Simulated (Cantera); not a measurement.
An isothermal, constant-pressure homogeneous reactor starts with H₂ : O₂ = 0.0062 : 1 (molar parts), at 1200 K and 27.8 Torr.

Cantera simulation using GRI-Mech 3.0 (53 species, 325 reactions); the numbers are that mechanism's predictions, not measurements. Radical loss at walls, strong at low pressure, is not modelled.

x: mole fraction; the columns are a selection and need not sum to one.

```
t (s)        x H₂   x O₂    x H₂O₂     x H₂O       x H
--------  -------  -----  --------  --------  --------
6.00e-6   0.00616  0.994    <1e-12    <1e-12  7.74e-11
2.94e-5   0.00616  0.994    <1e-12  1.47e-11  2.13e-10
0.000144  0.00616  0.994    <1e-12  7.16e-10  4.27e-10
0.000707  0.00616  0.994  5.29e-12   4.05e-8   3.67e-9
0.00346       [?]  0.993   1.56e-8  0.000554   4.00e-5
0.0170        [?]  0.990   2.98e-8   0.00589  0.000103
0.0832        [?]  0.992   2.39e-8   0.00604   1.84e-5
0.408         [?]  0.994   9.47e-9   0.00614   6.22e-7
2.00          [?]  0.994   1.41e-9   0.00617   1.19e-8
```

Task: Fill in the missing entries.

Result: 
- 0.00346, x H₂: 0.00542
- 0.0170, x H₂: 1.30e-5
- 0.0832, x H₂: 4.14e-6
- 0.408, x H₂: 4.25e-7
- 2.00, x H₂: 2.96e-8
